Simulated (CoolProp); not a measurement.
Saturation properties of R236FA.

Computed with CoolProp (reference Helmholtz-energy equation of state, Pan 2012).

```tsv
T (K)	p (kPa)	vapour density (kg/m³)	vapour viscosity (µPa s)
204.2	1.843	?	7.47
225	8.737	0.7155	8.24
245.8	?	2.278	9.00
266.6	81.68	5.835	9.75
287.5	187.6	12.86	10.5
308.3	376.9	25.30	11.2
329.1	685.6	?	?
349.9	1156	81.33	13.1
```

Task: Complete the blanks.

Result: 
- 204.2, vapour density (kg/m³): 0.1654
- 245.8, p (kPa): 30.02
- 329.1, vapour density (kg/m³): 46.29
- 329.1, vapour viscosity (µPa s): 12.0

It boils at 271.7 K under 1 atm.

Viscosity comes from a separate model (Huber 2003), an estimate that may be off by 10 % or more.
